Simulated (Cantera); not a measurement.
Pb + O2 + N2 (iron carbonyl, mercury and lead vapours)

Feed: 1 mol Pb, a varied amount of O2, 1.2 mol N2, at 1100 °C and 0.133 bar.

Equilibrium computed with Cantera from the NASA thermochemical tables; the gas is ideal and each condensed phase is pure. Candidate condensed phases: Pb, PbO, PbO2, Pb3O4; 12 gas species. Each liquid is taken as pure. Mutual solubility and eutectic melting of coexisting phases are not modelled. Gases not in the tables: (PbO)n polymers. Kinetics and transport are ignored.

```
n(O2) (mol)  log p N2  log p O2  log p Pb  log p PbO  log p NO  log p Pb2  log p NO2  log p O  n Pb(l)  n PbO(l)
-----------  --------  --------  --------  ---------  --------  ---------  ---------  -------  -------  --------
0.2             -0.90     -6.69     -2.19      -2.83     -6.61      -5.96     -11.71    -9.56    0.539     0.386
0.39            -0.90     -6.69     -2.19      -2.83     -6.61      -5.96     -11.71    -9.56    0.159     0.766
0.58            -0.91     -2.08     -4.50      -2.83     -4.31     -10.57      -7.10    -7.25        0     0.985
0.77            -0.97     -1.62     -4.73      -2.83     -4.11     -11.03      -6.66    -7.02        0     0.983
0.97            -1.02     -1.43     -4.82      -2.83     -4.04     -11.22      -6.51    -6.93        0     0.981
1.2             -1.08     -1.31     -4.88      -2.83     -4.01     -11.34      -6.42    -6.87        0     0.978
1.4             -1.12     -1.25     -4.92      -2.83     -4.00     -11.40      -6.37    -6.83        0     0.976
```
log p: log10 of the partial pressure in bar; n: condensed amount in mol.

From 0.2 mol O2 to 0.39 mol O2 the condensed part is Pb(l) + PbO(l). From 0.58 mol O2 to 1.4 mol O2 the condensed part is PbO(l).
